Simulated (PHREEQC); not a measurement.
1 kg of water holding 0.59 mol/kgw KHCO3 and 0.0027 mol/kgw K2SO4 is evaporated at 20 °C; the solids stay in contact with the brine. CO2 is held at log p = -3.4 (atm). The run lets Arcanite, Kalicinite, Misenite precipitate or redissolve, and no other solid.

The series has 16 steps of water left (kg), from 1.004 to 0.05721.

The numbers come from PHREEQC with the Pitzer model, pitzer.dat.

### Question
Which solids form, in which order, and at which step of the series does each first stand?

### Answer
Arcanite from water left = 0.08267 kg (pH 10.73).
